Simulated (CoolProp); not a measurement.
A simple Rankine cycle with isohexane: condensing at 326.15 K, boiler at 0.44 MPa, turbine inlet 393.2 K, turbine efficiency 0.9, pump efficiency 0.7, no recuperator. Each further row changes one setting.

Values from CoolProp's reference Helmholtz-energy equation of state, Lemmon 2006. It is a short technical equation, of lower accuracy than the large ones.

| case | thermal efficiency (%) | net work (kJ/kg) | heat in (kJ/kg) | turbine exit temperature (K) | volume ratio over the turbine |
|---|---|---|---|---|---|
| as stated | (withheld) | (withheld) | 446 | 361.0 | 5.62 |
| turbine inlet 413.2 K | 11.1 | 54.5 | 491 | (withheld) | (withheld) |
| condensing temperature 318.15 K | 12.8 | (withheld) | 464 | 356.3 | (withheld) |
| boiler pressure 0.308 MPa | 9.2 | 41.6 | 451 | (withheld) | 3.84 |
| turbine efficiency 0.8 | 10.1 | 45.2 | 446 | (withheld) | 5.67 |

Some entries are withheld; supply them.


- as stated, thermal efficiency (%): 11.4
- as stated, net work (kJ/kg): 51.0
- turbine inlet 413.2 K, turbine exit temperature (K): 381.7
- turbine inlet 413.2 K, volume ratio over the turbine: 5.54
- condensing temperature 318.15 K, net work (kJ/kg): 59.2
- condensing temperature 318.15 K, volume ratio over the turbine: 7.35
- boiler pressure 0.308 MPa, turbine exit temperature (K): 368.6
- turbine efficiency 0.8, turbine exit temperature (K): 363.9
